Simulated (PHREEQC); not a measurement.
1 kg of water holding 0.0042 mol Na2SO4 and 0.0028 mol K2SO4 is evaporated at 20 °C; the solids stay in contact with the brine. CO2 from the air is kept out. Only these solids could form: Arcanite, Glaserite, Mirabilite, Misenite, Thenardite.

Computed with PHREEQC (Pitzer model, pitzer.dat).

| water left (kg) | ionic strength | water activity | Na in solution (mol/kgw) | K in solution (mol/kgw) | S in solution (mol/kgw) |
|---|---|---|---|---|---|
| 1 | 0.0210 | 1.000 | 0.00840 | 0.00560 | 0.00700 |
| 0.5552 | 0.0378 | 0.999 | 0.0151 | 0.0101 | 0.0126 |
| 0.3082 | 0.0681 | 0.999 | 0.0273 | 0.0182 | 0.0227 |
| 0.1711 | 0.123 | ___ | 0.0491 | 0.0327 | 0.0409 |
| 0.09502 | 0.221 | ___ | 0.0884 | 0.0589 | 0.0737 |
| 0.05275 | 0.398 | ___ | 0.159 | 0.106 | 0.133 |
| 0.0293 | 0.717 | ___ | 0.287 | 0.191 | 0.239 |
| 0.01627 | 1.29 | ___ | 0.516 | 0.344 | 0.430 |
| 0.00903 | 2.33 | 0.974 | 0.930 | 0.620 | 0.775 |
| 0.005012 | 4.19 | 0.955 | 1.68 | 1.12 | 1.40 |

**Question.** Complete the blanks.

**Answer.** 
- 0.1711, water activity: 0.998
- 0.09502, water activity: 0.997
- 0.05275, water activity: 0.995
- 0.0293, water activity: 0.991
- 0.01627, water activity: 0.984

Species that the database lacks are ignored.
